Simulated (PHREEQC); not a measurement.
Consider water at 20 °C with 0.23 mol TMAH and 0.042 mol Na2CO3 per kg of water. Closed to the air; pH follows from the charge balance.

Computed with PHREEQC (ion-association model, phreeqc.dat).

```json
[
 {"quantity": "pH", "before": "13.35", "after": "13.28"},
 {"quantity": "ionic strength (mol/kgw)", "before": "0.338", "after": "0.271"},
 {"quantity": "Na+ (mol/kgw)", "before": "0.0748", "after": "0.0411"}
]
```

Name the change that produced these shifts.
(A) Na2CO3 replaced by NaHF2 at the same molality
(B) Na2CO3 from 0.042 to 0.0042 mol/kgw
(C) 0.0029 mol/kgw Na2SO4 added
(D) Na2CO3 replaced by Na2SO4 at the same molality
(E) TMAH from 0.23 to 0.46 mol/kgw

A, Na2CO3 replaced by NaHF2 at the same molality

This is a speciation only: nothing precipitates in the calculation. (CH3)4N+ isn't in the database: it is added as a free cation with an ion size of 4 Å.
